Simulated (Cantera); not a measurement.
Mixture: CH₄ : CO : O₂ : N₂ = 1 : 0.051 : 2.13 : 8.02 (molar parts), equivalence ratio 0.95, at 1000000 Pa, adiabatic and at constant volume. Ignition delay is the time to a rise of 400 K.

Detailed kinetics in Cantera: GRI-Mech 3.0 (53 species, 325 reactions).

Problem. What does this change do: 0.1 parts C2H6 added?

Solution. 
```tsv
quantity	before	after
delay at 1125 K	12.9 ms	2.54 ms
delay at 1325 K	1.06 ms	0.261 ms
delay at 1525 K	0.137 ms	43.6 µs
delay at 1725 K	25.3 µs	9.54 µs
delay at 1925 K	6.69 µs	2.97 µs
apparent activation energy between 1725 and 1925 K	180 kJ/mol	160 kJ/mol
```

Problem. What does this change do: CO 0.051 to 0.024 parts?

Solution. 
| quantity | before | after |
|---|---|---|
| delay at 1125 K | 12.9 ms | 12.3 ms |
| delay at 1325 K | 1.06 ms | 1.04 ms |
| delay at 1525 K | 0.137 ms | 0.136 ms |
| delay at 1725 K | 25.3 µs | 25.2 µs |
| delay at 1925 K | 6.69 µs | 6.68 µs |
| apparent activation energy between 1725 and 1925 K | 180 kJ/mol | 180 kJ/mol |
